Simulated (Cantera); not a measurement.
A closed system holds: 1 mol SiH4, 0.027 mol Cl2, 14 mol H2, held at 1000 K and 1 atm.

Method: chemical equilibrium by Gibbs-energy minimisation in Cantera with the NASA 1993 tables (ideal gas, pure condensed phases). Candidate condensed phases: Si; 19 gas species. Equilibrium is a limit: real reactors are often held back by kinetics, nucleation or transport.

Base state: H2 0.998, HCl 0.00201, SiHCl3 0.000271, SiH2Cl2 0.000102, SiCl4 7.73e-5 (mole fractions); condensed: Si(s).

**Question.** What changes in the equilibrium state with this change: temperature from 1000 K to 1400 K?

**Answer.** 
```
species       before    after
----------  --------  -------
H2             0.998    0.997
HCl          0.00201  0.00329
SiCl2        6.87e-6  3.21e-5
SiHCl3      0.000271  7.97e-7
SiCl4        7.73e-5  3.72e-8
SiH2Cl2     0.000102  2.57e-6
Si(s), mol     0.992    0.999
```
